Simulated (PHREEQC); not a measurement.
**Leach liquor: an equilibrium model**

Consider water at 20 °C with 0.038 mol/kgw HCl, 0.00016 mol/kgw LiCl and 1.14e-05 mol/kgw MgSO4. Closed to the air; pH follows from the charge balance.

Model: ion-association model, wateq4f.dat, run in PHREEQC.

No solid was allowed to form.

Q: Estimate the pH.

A: pH 1.48.

Q: In which forms is S present?

A: HSO4- 63 %, SO4-2 37 % of the S.
